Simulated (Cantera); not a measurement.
Feed: 1 mol TiO2, a varied amount of H2O, 0.56 mol H2, at 7.50 Torr.

These are equilibrium values from Cantera (NASA tables, ideal gas, pure condensed phases), not measurements of a reactor. Candidate condensed phases: H2O, Ti, TiO, TiO2, Ti2O3, Ti3O5, Ti4O7; 12 gas species. Mutual solubility and eutectic melting of coexisting phases are not modelled. Condensed phases not in the tables: Magnéli phases beyond Ti4O7. Equilibrium is a limit: real reactors are often held back by kinetics, nucleation or transport.

Stable condensed phases, one row left out:

```
T in K \ n(H2O) in mol
         0.013 0.016  0.02 0.024 0.029 0.035 0.042 0.051 0.062 0.075
   1650      A     A     A     A     B     B     B     B     B     B
   1600      A     A     B     B     B     B     B     B     B     B
   1500      B     B     B     B     B     B     B     B     B     B
   1450      B     B     B     B     B     B     B     B     B     B
   1400      B     B     B     B     B     B     B     B     B     B
   1350      B     B     B     B     B     B     B     B     B     B
   1300      B     B     B     B     B     B     B     B     B     B
   1250      B     B     B     B     B     B     B     B     B     B
   1200      B     B     B     B     B     B     B     B     B     B
   1150      B     B     B     B     B     B     B     B     B     B
   1100      B     B     B     B     B     B     B     B     B     B
   1050      B     B     B     B     B     B     B     B     B     B
   1000      B     B     B     B     B     B     B     B     B     B
```

A: TiO2 + Ti4O7; B: TiO2.

Problem. Give the row for 1550 K.

Solution. 0.013: TiO2; 0.016: TiO2; 0.02: TiO2; 0.024: TiO2; 0.029: TiO2; 0.035: TiO2; 0.042: TiO2; 0.051: TiO2; 0.062: TiO2; 0.075: TiO2.
